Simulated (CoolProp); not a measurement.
Model: reference Helmholtz-energy equation of state, Lemmon 2022, in CoolProp.

Task: Give the vapour pressure (MPa), liquid cp (kJ/(kg K)), surface tension (mN/m), liquid viscosity (µPa s) of saturated R1234yf at 1.45, 37.35, 51.65 °C.

Result: 
```
T (°C)  p (MPa)  liquid cp (kJ/(kg K))  surface tension (mN/m)  liquid viscosity (µPa s)
------  -------  ---------------------  ----------------------  ------------------------
1.45      0.332                   1.30                    9.26                       194
37.35     0.952                   1.46                    4.70                       124
51.65      1.35                   1.57                    3.15                       103
```

Viscosity comes from a separate model (Bell 2016), an estimate that may be off by 10 % or more. Surface tension comes from a separate correlation (Mulero 2012).
